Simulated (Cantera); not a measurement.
Cantera run:

```python
import numpy as np
import cantera as ct

gas_names = """
    B BF BF2 BF3 BH BHF2 BH2 BH3 BN B2 F F2 H HF H2 H2F2 H3F3 H4F4 H5F5 H6F6 H7F7 N NF NF2 NF3 NH NH2
    NH3 N2 N2H2 N2H4
""".split()
cond_names = """
    B(b) B(L) BN(s)
""".split()


# ... load() reads the species with a 1 bar reference pressure and builds the phases ...
atoms = {
    'BN': {'B': 1, 'N': 1},
    'NF3': {'N': 1, 'F': 3},
    'H2': {'H': 2},
}
top_T = {'BN(s)': 3200}  # K; cautious upper limits of use, not melting points


# ... equilibrate(T, P, feed) seeds the gas with the atoms and calls Mixture.equilibrate('TP', solver="vcs", rtol=1e-11, max_steps=5000) ...
results = []
feed = {'BN': 1, 'NF3': 0.82, 'H2': 7}  # mol
T = 923  # K
P = 17000  # Pa
mix = equilibrate(T, P, feed)
results.append((T, P, feed, dict(zip(mix.species_names, mix.species_moles))))
print(gas.report(threshold=1e-06))
for i in range(1, mix.n_phases):
    print(f"{mix.phase(i).name:16s} {mix.phase_moles(i):12.5e} mol")
```

It prints:

```
       temperature   923 K
          pressure   17000 Pa
           density   0.023591 kg/m^3
  mean mol. weight   10.65 kg/kmol
   phase of matter   gas

                          1 kg             1 kmol
                     ---------------   ---------------
          enthalpy       -8.1009e+06       -8.6272e+07  J
   internal energy       -8.8215e+06       -9.3946e+07  J
           entropy             19260        2.0511e+05  J/K
    Gibbs function       -2.5878e+07       -2.7559e+08  J
 heat capacity c_p              3225             34345  J/K
 heat capacity c_v            2444.2             26030  J/K

                      mass frac. Y      mole frac. X     chem. pot. / RT
                     ---------------   ---------------   ---------------
               BF3           0.58418          0.091752           -186.01
              BHF2        5.8194e-05        1.2441e-05           -140.87
                HF          0.017757         0.0094525            -64.44
                H2           0.15247           0.80543           -19.298
               NH3        6.0629e-05        3.7912e-05           -43.349
                N2           0.24548          0.093319           -28.803
     [  +25 minor]        9.7512e-09        2.7935e-09

B(b)              0.00000e+00 mol
BN(s)             2.07186e-01 mol
```

These are equilibrium values from Cantera (NASA tables, ideal gas, pure condensed phases), not measurements of a reactor.
